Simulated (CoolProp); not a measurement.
Nitrogen at 370.13 K and 0.18 MPa is throttled through a valve to 0.121 MPa with no heat exchange. Each further row changes one setting.

Computed with CoolProp (reference Helmholtz-energy equation of state, Span 2000).

```
case                        temperature change (K)  final density (kg/m³)
--------------------------  ----------------------  ---------------------
as stated                                        …                      …
outlet pressure 0.0363 MPa                       …                      …
outlet pressure 0.157 MPa                        …                      …
```

Q: What belongs in the gaps?

A: 
- as stated, temperature change (K): -0.1
- as stated, final density (kg/m³): 1.10
- outlet pressure 0.0363 MPa, temperature change (K): -0.2
- outlet pressure 0.0363 MPa, final density (kg/m³): 0.331
- outlet pressure 0.157 MPa, temperature change (K): -0.0
- outlet pressure 0.157 MPa, final density (kg/m³): 1.43
